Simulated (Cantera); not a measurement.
Feed: 1 mol TEOS, 0.57 mol NO, equilibrated at 698.15 K and 1.00 bar.

Method: chemical equilibrium by Gibbs-energy minimisation in Cantera with the NASA 1993 tables (ideal gas, pure condensed phases). Candidate condensed phases: C, C6H6, C7H8, C8H18, H2O, Si, SiC, SiO2, Si2N2O, Si3N4; 151 gas species. The feed counts by its element totals alone. The numbers say what is thermodynamically allowed, not how fast it happens.

Question: What is the equilibrium state?

Answer: 
```json
{
  "x(CH4)": "0.427",
  "x(H2O)": "0.278",
  "x(H2)": "0.220",
  "x(N2)": "0.0385",
  "x(CO2)": "0.0336",
  "x(CO)": "0.00277",
  "x(NH3)": "0.000194",
  "x(C2H6)": "3.50e-6",
  "n(C(graphite))": "4.57 mol",
  "n(SiO2(α-quartz))": "1.00 mol",
  "gas_amount": "7.393 mol",
  "log10 activity of Si(s) (absent)": "-27.58"
}
```
